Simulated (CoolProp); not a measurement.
Vapour-liquid equilibrium of dimethyl ether (1) + n-hexane (2) at 326 K; x and y are mole fractions of (1).

Computed with CoolProp (multi-fluid Helmholtz-energy mixture model, Wu 2011 and Thol 2019; pair parameters Bell 2016).

```csv
x,bubble pressure (bar),y at the bubble point,dew pressure at overall composition x (bar),liquid density (mol/L)
0.05,1.289,0.544,0.6295,7.480
0.15,2.652,0.790,0.7027,7.867
0.25,3.943,0.867,?,8.287
0.35,5.136,0.905,0.9141,?
0.45,6.235,0.928,1.075,9.247
0.55,7.265,0.945,1.304,9.801
0.65,8.266,0.958,1.656,10.42
0.75,?,0.970,2.264,?
0.85,10.38,?,3.561,11.89
0.95,11.59,0.994,7.644,12.80
```

Task: What belongs in the gaps?

Result: 
- 0.25, dew pressure at overall composition x (bar): 0.7948
- 0.35, liquid density (mol/L): 8.745
- 0.75, bubble pressure (bar): 9.286
- 0.75, liquid density (mol/L): 11.11
- 0.85, y at the bubble point: 0.981

No azeotrope shows between x = 0.05 and 0.95.

The pair parameters rest on a limited set of measurements; away from them the model extrapolates. The gap from Raoult's law changes sign with composition, which may be real or a fault of the pair parameters; it wasn't checked against measurements.
